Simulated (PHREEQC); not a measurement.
Dissolve 0.63 mol/kgw HF, 0.12 mol/kgw NaF, 0.0016 mol/kgw H4SiO4 and 0.05 mol/kgw HCl at 25 °C. It is in equilibrium with CO2 at log p = -1 (atm). Otherwise closed; pH follows from the charge balance.

The numbers come from PHREEQC with the ion-association model, wateq4f.dat.

Each row changes one thing in this solution. This is a speciation only: nothing precipitates in the calculation.

```json
[
 {"case": "as made", "pH": "2.17", "ionic strength (mol/kgw)": "0.128", "HF (mol/kgw)": "0.261", "H2F2 (mol/kgw)": "0.183", "HF2- (mol/kgw)": "0.0374", "F- (mol/kgw)": "0.0362", "SI of Nahcolite (NaHCO3)": "-7.14", "SI of Quartz (SiO2)": "-11.34"},
 {"case": "temperature from 25 to 45 °C", "pH": "2.15", "ionic strength (mol/kgw)": "0.129", "HF (mol/kgw)": "0.335", "H2F2 (mol/kgw)": "0.143", "HF2- (mol/kgw)": "0.0444", "F- (mol/kgw)": "0.0301", "SI of Nahcolite (NaHCO3)": "-7.49", "SI of Quartz (SiO2)": "-10.50"},
 {"case": "HCl left out", "pH": "2.43", "ionic strength (mol/kgw)": "0.124", "HF (mol/kgw)": "0.243", "H2F2 (mol/kgw)": "0.159", "HF2- (mol/kgw)": "0.0583", "F- (mol/kgw)": "0.0607", "SI of Nahcolite (NaHCO3)": "-6.89", "SI of Quartz (SiO2)": "-11.66"},
 {"case": "H4SiO4 replaced by Na2SiO3 at the same molality", "pH": "2.19", "ionic strength (mol/kgw)": "0.131", "HF (mol/kgw)": "0.260", "H2F2 (mol/kgw)": "0.182", "HF2- (mol/kgw)": "0.0387", "F- (mol/kgw)": "0.0377", "SI of Nahcolite (NaHCO3)": "-7.11", "SI of Quartz (SiO2)": "-11.37"},
 {"case": "temperature from 25 to 60 °C", "pH": "2.15", "ionic strength (mol/kgw)": "0.130", "HF (mol/kgw)": "0.396", "H2F2 (mol/kgw)": "0.110", "HF2- (mol/kgw)": "0.0480", "F- (mol/kgw)": "0.0267", "SI of Nahcolite (NaHCO3)": "-7.72", "SI of Quartz (SiO2)": "-9.86"},
 {"case": "0.05 mol/kgw H2S added", "pH": "2.17", "ionic strength (mol/kgw)": "0.128", "HF (mol/kgw)": "0.261", "H2F2 (mol/kgw)": "0.183", "HF2- (mol/kgw)": "0.0374", "F- (mol/kgw)": "0.0362", "SI of Nahcolite (NaHCO3)": "-7.14", "SI of Quartz (SiO2)": "-11.34"}
]
```

wateq4f.dat counts part of the HF as a dimer, H2F2, which phreeqc.dat doesn't know; its constant is uncertain. At this temperature some constants are extrapolated from 25 °C, and those without enthalpy data are left unchanged. SiF6-2 is the database's only silicon fluoride. The polysulfide entries of wateq4f.dat were taken out for this run.
